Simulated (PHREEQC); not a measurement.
0.028 g of hydrous ferric oxide (600 m²/g; 0.2 weak and 0.005 strong sites per Fe, Dzombak-Morel constants, diffuse double layer) in 1 kg of water with 0.001 mol/kgw of an inert sodium salt, at 25 °C; the pH is set by adding NaOH or the inert anion's acid. O2 is buffered at 0.21 atm. No CO2 enters from the air. No solid was allowed to form.

Computed with PHREEQC (ion-association model, wateq4f.dat).

Q: Predict surface charge σ (C/m²) at pH = 6, 12.

A: 
| pH | surface charge σ (C/m²) |
|---|---|
| 6 | 0.019 |
| 12 | -0.200 |

Complexes and solids missing from the database can't appear.
